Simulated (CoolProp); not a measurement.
Saturation properties of dimethyl carbonate.

Computed with CoolProp (reference Helmholtz-energy equation of state, Zhou 2011).

```
T (°C)  p (MPa)  liquid density (kg/m³)  enthalpy of vaporisation (kJ/kg)  vapour Z
------  -------  ----------------------  --------------------------------  --------
85.55   0.08744                   980.5                             378.8    0.9740
99.05    0.1336                   961.1                             369.3    0.9645
112.55   0.1973                   941.3                             359.6    0.9528
126.05   0.2824                   920.8                             349.3    0.9388
139.65   0.3943                   899.6                             338.5    0.9221
153.15   0.5364                   877.8                             327.2    0.9027
166.65   0.7145                   855.0                             315.1    0.8803
180.15   0.9343                   831.1                             302.0    0.8546
193.65    1.202                   805.9                             287.8    0.8250
207.15    1.524                   778.8                             272.1    0.7909
```

It boils at 90.1 °C under 1 atm.
